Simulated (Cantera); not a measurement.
What does this Cantera script print?

```python
import numpy as np
import cantera as ct

gas_names = """
    B BF BF2 BF3 BO BOF BOF2 BO2 B2 B2O B2O2 B2O3 B3O3F3 F FO FO2 F2 F2O O O2 O3
""".split()
cond_names = """
    B(b) B(L) B2O3(L)
""".split()


# ... load() reads the species with a 1 bar reference pressure and builds the phases ...
atoms = {
    'BF3': {'B': 1, 'F': 3},
    'O2': {'O': 2},
}
top_T = {}  # K; cautious upper limits of use, not melting points


# ... equilibrate(T, P, feed) seeds the gas with the atoms and calls Mixture.equilibrate('TP', solver="vcs", rtol=1e-11, max_steps=5000) ...
results = []
feed = {'BF3': 1, 'O2': 9.9}  # mol
T = 1173.15  # K
P = 100000  # Pa
mix = equilibrate(T, P, feed)
results.append((T, P, feed, dict(zip(mix.species_names, mix.species_moles))))
x = sorted(zip(gas.X, gas.species_names), reverse=True)
print(f"T = {T:g} K  P = {P:g} Pa  gas = {mix.phase_moles(0):.4g} mol")
print("   x: " + "  ".join(f"{s} {v:.3e}" for v, s in x if v > 1e-05))
print("   condensed (mol): " + ("  ".join(f"{mix.phase(i).name} {mix.phase_moles(i):.4g}"
      for i in range(1, mix.n_phases) if mix.phase_moles(i) > 1e-12) or "none"))
```

Result:

```
T = 1173.15 K  P = 100000 Pa  gas = 10.9 mol
   x: O2 9.083e-01  BF3 9.174e-02
   condensed (mol): none
```

Equilibrium computed with Cantera from the NASA thermochemical tables; the gas is ideal and each condensed phase is pure.
